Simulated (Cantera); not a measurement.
Cantera run:

```python
import numpy as np
import cantera as ct

gas_names = """
    H HO2 H2 H2O H2O2 O OH O2 O3 Zr ZrO ZrO2
""".split()
cond_names = """
    H2O(s) H2O(L) Zr(a) Zr(b) Zr(L) ZrO2(a) ZrO2(b) ZrO2(L)
""".split()


def load(file, names, dense=False):
    # The tables refer to 1 bar. Condensed volumes are neglected.
    table = {s.name: s for s in ct.Species.list_from_file(file)}
    out = []
    for n in names:
        d = dict(table[n].input_data)
        d["thermo"] = dict(d["thermo"], **{"reference-pressure": 1e5})
        if dense:
            d["equation-of-state"] = {"model": "constant-volume", "density": "1e6 g/cm^3"}
        out.append(ct.Species.from_dict(d))
    return out


gas = ct.Solution(thermo="ideal-gas", species=load("nasa_gas.yaml", gas_names))
cond = {s.name: ct.Solution(thermo="fixed-stoichiometry", species=[s], name=s.name)
        for s in load("nasa_condensed.yaml", cond_names, dense=True)}
atoms = {
    'Zr': {'Zr': 1},
    'H2O': {'H': 2, 'O': 1},
}
top_T = {}  # K; cautious upper limits of use, not melting points


def equilibrate(T, P, feed):
    n = {}
    for name, mol in feed.items():
        for a, k in atoms[name].items():
            n[a] = n.get(a, 0.0) + k * mol
    gas.TPX = T, P, n
    mass = sum(n.values()) * gas.mean_molecular_weight
    gas.equilibrate("TP")
    valid = [c for c in cond.values() if c.min_temp <= T <= top_T.get(c.name, c.max_temp)]
    mix = ct.Mixture([(gas, mass / gas.mean_molecular_weight)] + [(c, 0.0) for c in valid])
    mix.T, mix.P = T, P
    mix.equilibrate("TP", solver="vcs", rtol=1e-11, max_steps=5000)
    return mix


results = []
feed = {'Zr': 1, 'H2O': 23}  # mol
P = 100000  # Pa
for T in [1600, 1675, 1750, 1825, 1900, 1975, 2050, 2125, 2200, 2275, 2350, 2425, 2500, 2575]:
    mix = equilibrate(T, P, feed)
    results.append((T, P, feed, dict(zip(mix.species_names, mix.species_moles))))

top = {s: max(r[3][s] / sum(r[3][g] for g in gas_names) for r in results) for s in gas_names}
cols = sorted((s for s in top if top[s] > 1e-05), key=lambda s: -top[s])[:5]
seen = [c for c in cond_names if any(r[3].get(c, 0) > 1e-12 for r in results)]
print("log10 of partial pressures in bar; condensed amounts in mol")
print(f"{'T/K':>10s}" + "".join(f"{s[:9]:>10s}" for s in cols + seen))
for T, P, feed, n in results:
    ng = sum(n[g] for g in gas_names)
    print(f"{T:10.4g}" + "".join(f"{np.log10(max(n[s] / ng * P / 1e5, 1e-99)):10.3f}" for s in cols)
          + "".join(f"{n.get(c, 0):10.4g}" for c in seen))
```

Result:

```
log10 of partial pressures in bar; condensed amounts in mol
       T/K       H2O        H2        OH         H        O2   ZrO2(b)
      1600    -0.040    -1.061    -5.181    -4.795    -8.314         1
      1675    -0.040    -1.061    -4.760    -4.466    -7.581         1
      1750    -0.040    -1.061    -4.374    -4.164    -6.911         1
      1825    -0.040    -1.061    -4.021    -3.887    -6.295         1
      1900    -0.040    -1.061    -3.695    -3.631    -5.728         1
      1975    -0.040    -1.061    -3.394    -3.394    -5.204         1
      2050    -0.040    -1.061    -3.116    -3.175    -4.719         1
      2125    -0.041    -1.060    -2.857    -2.970    -4.269         1
      2200    -0.042    -1.058    -2.617    -2.778    -3.853         1
      2275    -0.043    -1.055    -2.395    -2.598    -3.469         1
      2350    -0.046    -1.048    -2.190    -2.428    -3.119         1
      2425    -0.050    -1.037    -2.001    -2.265    -2.804         1
      2500    -0.057    -1.018    -1.831    -2.109    -2.528         1
      2575    -0.066    -0.993    -1.677    -1.957    -2.291         1
```

These are equilibrium values from Cantera (NASA tables, ideal gas, pure condensed phases), not measurements of a reactor.
